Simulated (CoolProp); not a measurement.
Model: reference Helmholtz-energy equation of state, Lemmon 2016, in CoolProp.

Question: Give the vapour pressure (kPa), liquid density (kg/m³), vapour density (kg/m³), enthalpy of vaporisation (kJ/kg) of saturated R115 at 240.6, 285.6, 312.6 K.

Answer: 
```tsv
T (K)	p (kPa)	liquid density (kg/m³)	vapour density (kg/m³)	enthalpy of vaporisation (kJ/kg)
240.6	135	1520	11.0	123
285.6	641	1350	49.6	102
312.6	1300	1210	105	83.8
```
